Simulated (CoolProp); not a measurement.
The fluid at 426.77 K and 0.271 MPa flows at 4 m/s in a round tube of 50 mm bore and 45 µm roughness, fully developed (64/Re and Nu = 3.66 if laminar; Colebrook and Gnielinski if turbulent). The same conditions are run with several fluids, on thermodynamics alone (safety and materials aside).

Model: reference Helmholtz-energy equation of state of each fluid (c-C4F8 (RC318): Platzer 1990; R152A: Outcalt 1996; dry air: Lemmon 2000; water: Wagner 2002; R141b: Lemmon 2006), in CoolProp. The equations of Platzer and Polt are older, rougher fits. Blends and air are pseudo-pure fits.

| fluid | Reynolds number | Darcy friction factor | pressure drop (Pa/m) | heat-transfer coefficient (W/(m² K)) | mass flow (kg/h) |
|---|---|---|---|---|---|
| c-C4F8 (RC318) | 190000 | 0.0207 | 51.8 | 175 | 442 |
| R152A | 64700 | 0.0229 | 18.8 | 85.5 | 145 |
| dry air | 18300 | 0.0283 | 9.99 | 35.8 | 62.5 |
| water | 19800 | 0.0278 | 6.26 | 39.1 | 39.8 |
| R141b | 139000 | 0.0212 | 31.3 | 113 | 261 |

Transport values come from each fluid's own correlations; those of c-C4F8 (RC318), R152A, R141b are estimates that may be off by 10 % or more.
